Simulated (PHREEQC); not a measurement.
Nickel, zinc or cadmium bath (model solution)

Solution (25 °C): 0.019 mol Ni(NO3)2, 0.00063 mol NaCl and 0.057 mol MnSO4 per kg of water. Closed to the air; pH follows from the charge balance.

Computed with PHREEQC (ion-association model, wateq4f.dat).

Each row changes one thing in this solution. Precipitation was switched off in this run.

```tsv
case	pH	ionic strength (mol/kgw)	Mn+2 (mol/kgw)	SO4-2 (mol/kgw)	MnSO4 (mol/kgw)	Na+ (mol/kgw)	SI of Mirabilite (Na2SO4:10H2O)
as made	6.16	0.179	0.0371	0.0304	0.0198	0.000602	-7.62
diluted 2-fold with water	(withheld)	(withheld)	0.0197	0.0167	0.00879	0.000305	-8.33
NaCl from 0.00063 to 0.000567 mol/kgw	6.16	0.179	0.0371	0.0304	0.0198	0.000542	(withheld)
Ni(NO3)2 from 0.019 to 0.0095 mol/kgw	6.26	0.156	0.0353	0.0316	0.0216	0.000600	-7.57
temperature from 25 to 60 °C	5.76	0.159	0.0322	0.0254	0.0247	0.000602	(withheld)
Ni(NO3)2 left out	6.40	0.134	0.0332	0.0332	0.0237	0.000597	-7.52
NaCl replaced by NaNO3 at the same molality	6.16	0.179	0.0371	0.0304	0.0198	0.000602	-7.62
Ni(NO3)2 from 0.019 to 0.095 mol/kgw	5.84	(withheld)	0.0452	0.0246	0.0112	0.000612	-7.88
diluted 100-fold with water	6.70	0.00268	0.000538	0.000526	3.22e-5	6.29e-6	-12.71
```

Problem. What belongs in the gaps?

Solution. 
- diluted 2-fold with water, pH: 6.22
- diluted 2-fold with water, ionic strength (mol/kgw): 0.0957
- NaCl from 0.00063 to 0.000567 mol/kgw, SI of Mirabilite (Na2SO4:10H2O): -7.71
- temperature from 25 to 60 °C, SI of Mirabilite (Na2SO4:10H2O): -9.18
- Ni(NO3)2 from 0.019 to 0.095 mol/kgw, ionic strength (mol/kgw): 0.382

Complexes and solids missing from the database can't appear. In wateq4f.dat the enthalpy of Ni(OH)2 has the wrong sign, so its saturation index can't be trusted away from 25 °C. At this temperature some constants are extrapolated from 25 °C, and those without enthalpy data are left unchanged.
